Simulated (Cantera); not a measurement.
Feed: 1 mol MgF₂, 20 mol H₂O, 9.5 mol H₂, equilibrated at 725 °C and 3.00 mbar.

Cantera equilibrium calculation (NASA polynomials, part measured and part estimated; ideal gas, pure solids and liquids). Candidate condensed phases: H₂O, Mg, MgF₂, MgO, Mg(OH)₂; 31 gas species. Rates play no part.

Base state: H₂O 0.634, H₂ 0.314, HF 0.0528 (mole fractions); condensed: MgF₂(s) + MgO(s).

Q: What changes in the equilibrium state with this change: temperature from 725 °C to 1800 °C?

A: 
```csv
species,before,after
H₂O,0.634,0.608
H₂,0.314,0.289
HF,0.0528,0.0633
H,2.21e-8,0.0258
Mg,<1e-9,0.00659
OH,<1e-9,0.00619
O,<1e-9,0.000397
O₂,<1e-9,0.000358
MgF,<1e-9,0.000358
"MgF₂(s), mol",0.200,0
"MgO(s), mol",0.800,0.768
```
